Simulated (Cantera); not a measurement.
A closed system holds: 1 mol SiC, 0.0021 mol O2, 700 mol H2, at 0.0570 bar.

Cantera equilibrium calculation (NASA polynomials, part measured and part estimated; ideal gas, pure solids and liquids). Candidate condensed phases: C, C6H6, C7H8, C8H18, H2O, Si, SiC, SiO2; 123 gas species. Gases not in the tables: Si2H6 and higher silanes. The numbers say what is thermodynamically allowed, not how fast it happens.

Task: At 1975 K, list the 4 most abundant gas species with their mole fractions, and the condensed phases.

Result: H2 0.994, H 0.00571, Si 9.48e-5, C2H2 (acetylene) 5.76e-5. Condensed: SiC(s).
